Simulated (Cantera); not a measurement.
# Ignition delay

Mixture: 15.0 % CH4, 0.449 % H2, 17.8 % O2, 66.8 % N2, equivalence ratio 1.7, at 46000 Pa, adiabatic and at constant pressure. Ignition delay is the time to a rise of 400 K.

Model: GRI-Mech 3.0 (53 species, 325 reactions), integrated in Cantera.

```csv
T0 (K),delay (ms)
1025,1050
1125,238
1225,58.0
1325,15.7
1425,4.86
1525,1.75
1625,0.743
1725,0.361
1825,0.194
1925,0.113
```

```json
{
 "apparent activation energy between 1725 and 1925 K": "160 kJ/mol"
}
```
